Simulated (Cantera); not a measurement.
Input: 1 mol Pb, 0.045 mol CO, 3.2 mol H2, held at 0.00770 bar.

These are equilibrium values from Cantera (NASA tables, ideal gas, pure condensed phases), not measurements of a reactor. Candidate condensed phases: C, C6H6, C7H8, C8H18, H2O, Pb, PbO, PbO2, Pb3O4; 113 gas species. Rates play no part.

x: gas mole fraction; n: condensed amount in mol.

| T (K) | x H2 | x Pb | x CO | x CH4 | x H2O | x H | x CO2 | n Pb(l) |
|---|---|---|---|---|---|---|---|---|
| 898 | 0.985 | 0.000168 | 0.0131 | 0.000787 | 0.000763 | (withheld) | 2.35e-5 | 0.999 |
| 948 | 0.985 | 0.000622 | 0.0135 | 0.000361 | 0.000352 | (withheld) | 8.73e-6 | 0.998 |
| 998 | 0.984 | 0.00201 | 0.0137 | 0.000177 | 0.000174 | (withheld) | 3.49e-6 | 0.993 |
| 1048 | 0.980 | 0.00580 | 0.0137 | 9.21e-5 | 9.06e-5 | (withheld) | 1.50e-6 | 0.981 |
| 1098 | 0.971 | 0.0152 | 0.0136 | 5.02e-5 | 4.95e-5 | (withheld) | 6.89e-7 | 0.950 |
| 1148 | 0.950 | 0.0364 | 0.0133 | 2.80e-5 | 2.77e-5 | (withheld) | 3.29e-7 | 0.877 |
| 1198 | 0.906 | 0.0810 | 0.0127 | 1.55e-5 | 1.54e-5 | (withheld) | 1.58e-7 | 0.714 |
| 1248 | 0.820 | 0.169 | 0.0115 | 8.06e-6 | 8.00e-6 | (withheld) | 7.22e-8 | 0.341 |
| 1298 | 0.754 | 0.236 | 0.0106 | 4.47e-6 | 4.45e-6 | (withheld) | 3.57e-8 | 0 |
| 1348 | 0.754 | 0.236 | 0.0106 | 3.02e-6 | 3.03e-6 | (withheld) | 2.18e-8 | 0 |
| 1398 | 0.754 | 0.236 | 0.0106 | 2.09e-6 | 2.13e-6 | (withheld) | 1.38e-8 | 0 |
| 1448 | 0.754 | 0.236 | 0.0106 | 1.47e-6 | 1.54e-6 | (withheld) | 9.15e-9 | 0 |
| 1498 | 0.754 | 0.236 | 0.0106 | 1.05e-6 | 1.16e-6 | (withheld) | 6.33e-9 | 0 |

**Question.** What belongs in the gaps?

**Answer.** 
- 898, x H: 1.24e-9
- 948, x H: 5.93e-9
- 998, x H: 2.43e-8
- 1048, x H: 8.72e-8
- 1098, x H: 2.78e-7
- 1148, x H: 7.96e-7
- 1198, x H: 2.06e-6
- 1248, x H: 4.82e-6
- 1298, x H: 1.06e-5
- 1348, x H: 2.29e-5
- 1398, x H: 4.68e-5
- 1448, x H: 9.12e-5
- 1498, x H: 0.000170
